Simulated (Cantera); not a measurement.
An adiabatic, constant-volume homogeneous reactor starts with CH4 : O2 : N2 = 1 : 1.33 : 5.01 (molar parts), equivalence ratio 1.5, at 973 K and 1000000 Pa. Integrator tolerance rtol = 1e-08.

Computed with Cantera and GRI-Mech 3.0 (53 species, 325 reactions). Below about 1000 K GRI-Mech 3.0 lacks low-temperature oxidation paths.

What does this change do: pressure from 1000000 Pa to 23000 Pa?


```tsv
quantity	before	after
time of steepest temperature rise	0.153 s	not reached
temperature at 0.300 s	2766 K	973 K
equilibrium temperature	2766 K	2621 K
x(CH4) at 0.300 s	2.55e-10 (gas-phase equilibrium 2.86e-10)	0.136 (gas-phase equilibrium <1e-12)
x(O2) at 0.300 s	6.42e-5 (gas-phase equilibrium 6.42e-5)	0.181 (gas-phase equilibrium 0.000776)
x(C2H6) at 0.300 s	<1e-12 (gas-phase equilibrium <1e-12)	6.33e-7 (gas-phase equilibrium <1e-12)
x(NO) at 0.300 s	0.000547 (gas-phase equilibrium 0.000547)	<1e-12 (gas-phase equilibrium 0.00152)
x(NO2) at 0.300 s	3.69e-8 (gas-phase equilibrium 3.69e-8)	<1e-12 (gas-phase equilibrium 6.01e-8)
```
